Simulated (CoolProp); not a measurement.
Vapour-liquid equilibrium of R1234ze(E) (1) + n-pentane (2) at -41.95 °C; x and y are mole fractions of (1).

Model: multi-fluid Helmholtz-energy mixture model, Thol 2016 and Thol 2019; pair parameters Bell 2016, in CoolProp.

```csv
x,"bubble pressure, mixture model (MPa)","bubble pressure, Raoult's law (MPa)","y, mixture model","y, Raoult's law"
0.05,0.008241,0.003923,0.723,0.422
0.2,___,0.008526,___,0.776
0.35,___,0.01313,___,0.882
0.5,0.02822,0.01773,0.939,0.933
0.65,___,0.02233,0.944,0.963
0.8,0.03028,0.02694,0.952,0.982
0.95,___,0.03154,0.980,0.996
```

Q: Fill in the missing entries.

A: 
- 0.2, bubble pressure, mixture model (MPa): 0.02027
- 0.2, y, mixture model: 0.900
- 0.35, bubble pressure, mixture model (MPa): 0.02598
- 0.35, y, mixture model: 0.929
- 0.65, bubble pressure, mixture model (MPa): 0.02919
- 0.95, bubble pressure, mixture model (MPa): 0.03224

The largest gap from Raoult's law is +137.7 % in bubble pressure, at x = 0.2. No azeotrope shows between x = 0.05 and 0.95.

The pair parameters rest on a limited set of measurements; away from them the model extrapolates. With so large a gap from Raoult's law the liquid may split in two, which this calculation doesn't test in full.
